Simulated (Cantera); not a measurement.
Feed: 1 mol MgO, 1.1 mol Cl2, 2.3 mol O2, held at 0.650 bar.

Equilibrium computed with Cantera from the NASA thermochemical tables; the gas is ideal and each condensed phase is pure. Candidate condensed phases: Mg, MgCl2, MgO; 11 gas species. Kinetics and transport are ignored.

Problem. At 1200 °C, list the 4 most abundant gas species with their mole fractions, and the condensed phases.

Solution. O2 0.674, Cl2 0.245, MgCl2 0.0500, Cl 0.0298. Condensed: MgO(s).
